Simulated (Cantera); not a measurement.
A freely propagating, adiabatic, planar premixed flame of H2 : O2 : N2 = 1 : 0.333 : 1.25 (molar parts), equivalence ratio 1.5, unburnt at 623 K and 100.0 Torr; mixture-averaged transport, grid criteria slope 0.08 and curve 0.16, no radiation.

Model: the H2/O2 subset of GRI-Mech 3.0, which has no nitrogen chemistry, integrated in Cantera. Burning velocities carry a grid error of a few per cent, more on coarse grids.

### Question
What does this change do: inlet temperature 623 to 348 K?

### Answer
| quantity | before | after |
|---|---|---|
| laminar burning velocity | 734 cm/s | 299 cm/s |
| thermal thickness | 6.36 mm | 5.30 mm |
| peak x(H) | 0.131 | 0.111 |
| peak x(H2O2) | 4.92e-7 | 3.08e-5 |
| peak x(OH) | 0.0126 | 0.00887 |

### Question
What does this change do: N2 1.25 to 1.6 parts?

### Answer
| quantity | before | after |
|---|---|---|
| laminar burning velocity | 734 cm/s | 625 cm/s |
| thermal thickness | 6.36 mm | 6.87 mm |
| peak x(H) | 0.131 | 0.112 |
| peak x(H2O2) | 4.92e-7 | 4.07e-7 |
| peak x(OH) | 0.0126 | 0.00883 |
